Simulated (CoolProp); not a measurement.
Computed with CoolProp (reference Helmholtz-energy equation of state, Schmidt 1985).

Problem. For oxygen, give the phase and the cv (kJ/(kg K)), Joule-Thomson coefficient (K/MPa), expansivity (1/kK), viscosity (µPa s) at 161.9 K and 18.4 bar.

Solution. 
- 161.9 K and 18.4 bar: gas; cv 0.690, Joule-Thomson coefficient 8.05, expansivity 8.90, viscosity 12.7

Viscosity comes from a separate model (Lemmon 2004).
